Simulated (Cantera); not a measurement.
Input (Python, Cantera) and output of one run.

```python
import numpy as np
import cantera as ct

gas_names = """
    C CH CH2 CH3 CH2OH CH3O CH4 CH3OH CO CO2 COOH C2 C2H CHCO,ketyl C2H2,acetylene C2H2,vinylidene
    CH2CO,ketene C2H3,vinyl CH3CO,acetyl C2H4 C2H4O,ethylen CH3CHO,ethanal CH3COOH (HCOOH)2 C2H5 C2H6
    CH3OCH3 C2H5OH C2O C3 C3H3,propargyl C3H4,allene C3H4,propyne C3H4,cyclo- C3H5,allyl C3H6,propylene
    C3H6,cyclo- C3H6O C3H7,n-propyl C3H7,i-propyl C3H8 C3H8O,1propanol C3H8O,2propanol C3O2 C4 C4H2
    C4H4,1,3-cyclo- C4H6,butadiene C4H6,2-butyne C4H6,cyclo- C4H8,1-butene C4H8,cis2-buten
    C4H8,tr2-butene C4H8,isobutene C4H8,cyclo- (CH3COOH)2 C4H9,n-butyl C4H9,i-butyl C4H9,s-butyl
    C4H9,t-butyl C4H10,isobutane C4H10,n-butane C5 C5H6,1,3cyclo- C5H8,cyclo- C5H10,1-pentene
    C5H10,cyclo- C5H11,pentyl C5H11,t-pentyl C5H12,n-pentane C5H12,i-pentane CH3C(CH3)2CH3 C6H2
    C6H5,phenyl C6H5O,phenoxy C6H6 C6H5OH,phenol C6H10,cyclo- C6H12,1-hexene C6H12,cyclo- C6H13,n-hexyl
    C7H7,benzyl C7H8 C7H8O,cresol C7H14,1-heptene C7H15,n-heptyl C7H16,n-heptane C8H8,styrene
    C8H10,ethylbenz C8H16,1-octene C8H17,n-octyl C8H18,isooctane C8H18,n-octane C9H19,n-nonyl
    C10H8,naphthale C10H21,n-decyl C12H9,o-bipheny C12H10,bipheny H HCO HO2 H2 HCHO,formaldehy HCOOH H2O
    H2O2 O OH O2 O3 Si SiC SiC2 SiC4H12 SiH SiH2 SiH3 SiH4 SiO SiO2 Si2 Si2C Si3
""".split()
cond_names = """
    C(gr) C6H6(L) C7H8(L) C8H18(L),n-octa H2O(s) H2O(L) Si(cr) Si(L) SiC(b) SiO2(Lqz) SiO2(hqz) SiO2(L)
""".split()


def load(file, names, dense=False):
    # The tables refer to 1 bar. Condensed volumes are neglected.
    table = {s.name: s for s in ct.Species.list_from_file(file)}
    out = []
    for n in names:
        d = dict(table[n].input_data)
        d["thermo"] = dict(d["thermo"], **{"reference-pressure": 1e5})
        if dense:
            d["equation-of-state"] = {"model": "constant-volume", "density": "1e6 g/cm^3"}
        out.append(ct.Species.from_dict(d))
    return out


gas = ct.Solution(thermo="ideal-gas", species=load("nasa_gas.yaml", gas_names))
cond = {s.name: ct.Solution(thermo="fixed-stoichiometry", species=[s], name=s.name)
        for s in load("nasa_condensed.yaml", cond_names, dense=True)}
atoms = {
    'Si': {'Si': 1},
    'CO2': {'C': 1, 'O': 2},
    'H2': {'H': 2},
}
top_T = {'C(gr)': 4500, 'SiC(b)': 3050}  # K; cautious upper limits of use, not melting points


def equilibrate(T, P, feed):
    n = {}
    for name, mol in feed.items():
        for a, k in atoms[name].items():
            n[a] = n.get(a, 0.0) + k * mol
    gas.TPX = T, P, n
    mass = sum(n.values()) * gas.mean_molecular_weight
    gas.equilibrate("TP")
    valid = [c for c in cond.values() if c.min_temp <= T <= top_T.get(c.name, c.max_temp)]
    mix = ct.Mixture([(gas, mass / gas.mean_molecular_weight)] + [(c, 0.0) for c in valid])
    mix.T, mix.P = T, P
    mix.equilibrate("TP", solver="vcs", rtol=1e-11, max_steps=5000)
    return mix


results = []
feed = {'Si': 1, 'CO2': 0.092, 'H2': 200}  # mol
P = 101325  # Pa
for T in [1250, 1350, 1450, 1550, 1650, 1750, 1850]:
    mix = equilibrate(T, P, feed)
    results.append((T, P, feed, dict(zip(mix.species_names, mix.species_moles))))
    x = sorted(zip(gas.X, gas.species_names), reverse=True)
    print(f"T = {T:g} K  P = {P:g} Pa  gas = {mix.phase_moles(0):.4g} mol")
    print("   x: " + "  ".join(f"{s} {v:.3e}" for v, s in x if v > 1e-06))
    print("   condensed (mol): " + ("  ".join(f"{mix.phase(i).name} {mix.phase_moles(i):.4g}"
          for i in range(1, mix.n_phases) if mix.phase_moles(i) > 1e-12) or "none"))
```

Output:

```
T = 1250 K  P = 101325 Pa  gas = 200 mol
   x: H2 1.000e+00  CH4 2.516e-05  SiO 2.106e-06
   condensed (mol): Si(cr) 0.8207  SiC(b) 0.08696  SiO2(hqz) 0.09177
T = 1350 K  P = 101325 Pa  gas = 200 mol
   x: H2 9.999e-01  SiO 2.435e-05  CH4 2.220e-05  H 2.368e-06
   condensed (mol): Si(cr) 0.818  SiC(b) 0.08749  SiO2(hqz) 0.08947
T = 1450 K  P = 101325 Pa  gas = 200 mol
   x: H2 9.998e-01  SiO 1.992e-04  CH4 1.991e-05  H 9.394e-06  CO 4.475e-06  H2O 1.900e-06
   condensed (mol): Si(cr) 0.8012  SiC(b) 0.08712  SiO2(hqz) 0.07144
T = 1550 K  P = 101325 Pa  gas = 200.2 mol
   x: H2 9.990e-01  SiO 8.865e-04  H 3.127e-05  CO 2.863e-05  CH4 1.810e-05  H2O 3.989e-06  SiH2 2.790e-06  SiH4 1.102e-06
   condensed (mol): Si(cr) 0.7391  SiC(b) 0.08264
T = 1650 K  P = 101325 Pa  gas = 200.2 mol
   x: H2 9.990e-01  SiO 8.780e-04  H 9.020e-05  CO 3.907e-05  CH4 1.668e-05  SiH2 8.648e-06  H2O 2.050e-06  SiH4 1.229e-06
   condensed (mol): Si(cr) 0.7413  SiC(b) 0.08083
T = 1750 K  P = 101325 Pa  gas = 200.2 mol
   x: H2 9.988e-01  SiO 8.533e-04  H 2.309e-04  CO 6.453e-05  SiH2 2.081e-05  CH4 1.757e-05  SiH 1.972e-06  Si 1.481e-06  H2O 1.263e-06  SiH4 1.199e-06
   condensed (mol): Si(L) 0.7485  SiC(b) 0.07553
T = 1850 K  P = 101325 Pa  gas = 200.2 mol
   x: H2 9.985e-01  SiO 8.041e-04  H 5.348e-04  CO 1.139e-04  SiH2 4.210e-05  CH4 1.990e-05  Si 6.364e-06  SiH 6.347e-06  SiH4 1.087e-06
   condensed (mol): Si(L) 0.7626  SiC(b) 0.06505
```

Equilibrium computed with Cantera from the NASA thermochemical tables; the gas is ideal and each condensed phase is pure. Mutual solubility and eutectic melting of coexisting phases are not modelled. The tables hold silica as quartz up to 1696 K and as liquid above; real silica turns to tridymite and cristobalite and melts near 1996 K. Gases not in the tables: Si2H6 and higher silanes.
